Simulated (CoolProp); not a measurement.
A closed Brayton cycle with carbon dioxide: compressor inlet 321.15 K and 7.7 MPa, high pressure 17.1 MPa, turbine inlet 690 K, compressor efficiency 0.85, turbine efficiency 0.85, recuperator effectiveness 0.9 (on enthalpy, no pinch check). Each further row changes one setting.

Model: reference Helmholtz-energy equation of state, Span 1996, in CoolProp.

| case | thermal efficiency (%) | net work (kJ/kg) | compressor to turbine work | compressor exit (K) | turbine exit (K) |
|---|---|---|---|---|---|
| as stated | 24.7 | 42.4 | 0.48 | 388.0 | 608.1 |
| turbine inlet 640 K | ? | 35.3 | 0.53 | 388.0 | 561.1 |
| compressor inlet 331.15 K | 23.2 | ? | ? | 402.4 | 608.1 |
| high pressure 14.5 MPa | ? | 35.7 | 0.46 | ? | ? |
| recuperator effectiveness 0.5 | ? | 42.4 | 0.48 | 388.0 | 608.1 |

Task: What belongs in the gaps?

Result: 
- turbine inlet 640 K, thermal efficiency (%): 22.2
- compressor inlet 331.15 K, net work (kJ/kg): 37.4
- compressor inlet 331.15 K, compressor to turbine work: 0.54
- high pressure 14.5 MPa, thermal efficiency (%): 23.8
- high pressure 14.5 MPa, compressor exit (K): 373.8
- high pressure 14.5 MPa, turbine exit (K): 624.8
- recuperator effectiveness 0.5, thermal efficiency (%): 15.6
